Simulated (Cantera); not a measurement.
## Hydrogen reduction and annealing atmospheres: V₂O₃ + H₂ + H₂O

Feed: 1 mol V₂O₃, 79 mol H₂, 1.2 mol H₂O, held at 650 °C and 67.0 Pa.

Equilibrium computed with Cantera from the NASA thermochemical tables; the gas is ideal and each condensed phase is pure. Candidate condensed phases: H₂O, V, VO, V₂O₃, V₂O₄, V₂O₅; 12 gas species. Condensed phases not in the tables: the oxides between V₂O₃ and V₂O₅ other than VO₂. Equilibrium is a limit: real reactors are often held back by kinetics, nucleation or transport.

```json
{
  "x(H₂)": "0.985",
  "x(H₂O)": "0.0150",
  "n(V₂O₃(s))": "1.00 mol",
  "gas_amount": "80.20 mol",
  "log10 activity of V(s) (absent)": "-8.30",
  "log10 activity of V₂O₅(s) (absent)": "-16.05"
}
```
